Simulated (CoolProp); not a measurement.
Vapour-liquid equilibrium of cis-2-butene (1) + acetone (2) at 83.7 kPa; x and y are mole fractions of (1).

Values from CoolProp's multi-fluid Helmholtz-energy mixture model, Lemmon 2005 and Lemmon 2006; pair parameters Bell 2016.

| x | bubble temperature, mixture model (°C) | bubble temperature, Raoult's law (°C) | y, mixture model | y, Raoult's law |
|---|---|---|---|---|
| 0.05 | 36.6 | 44.8 | 0.426 | 0.231 |
| 0.125 | 23.0 | 37.3 | 0.693 | 0.467 |
| 0.2 | 15.0 | 31.1 | 0.798 | 0.620 |
| 0.275 | 10.3 | 25.9 | 0.848 | 0.723 |
| 0.35 | 7.3 | 21.5 | 0.875 | 0.796 |
| 0.425 | 5.5 | 17.6 | 0.891 | 0.848 |
| 0.5 | 4.2 | 14.2 | 0.902 | 0.887 |
| 0.575 | 3.3 | 11.2 | 0.910 | 0.917 |
| 0.65 | 2.6 | 8.5 | 0.918 | 0.940 |
| 0.725 | 1.9 | 6.0 | 0.927 | 0.958 |
| 0.8 | 1.2 | 3.8 | 0.938 | 0.973 |
| 0.875 | 0.3 | 1.8 | 0.953 | 0.985 |
| 0.95 | -0.6 | 0.0 | 0.977 | 0.994 |

The largest gap from Raoult's law is -16.1 K in bubble temperature, at x = 0.2. No azeotrope shows between x = 0.05 and 0.95.

Pair parameters are fitted to limited data, so mixtures are less certain than the pure fluids. With so large a gap from Raoult's law the liquid may split in two, which this calculation doesn't test in full.
